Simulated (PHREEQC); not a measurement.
Make-up at 80 °C: 0.058 mol FeCl3, 0.0016 mol CuCl2 and 0.013 mol NaCl per kg of water. Closed to the air; pH follows from the charge balance.

Computed with PHREEQC (ion-association model, wateq4f.dat).

Precipitation was switched off in this run.

Problem. Estimate the pH, ionic strength.

Solution. pH 1.73; ionic strength 0.252 mol/kgw.

Problem. In which forms is Cu present?

Solution. CuCl+ 51 %, Cu+2 46 %, CuCl2 3.1 % of the Cu.

Saturation is exceeded, for instance for Hematite (slow to form), Goethite (slow to form); the values hold only as long as no solid forms. Away from 25 °C the constants follow the database's enthalpies or fits; those with neither stay at their 25 °C values.
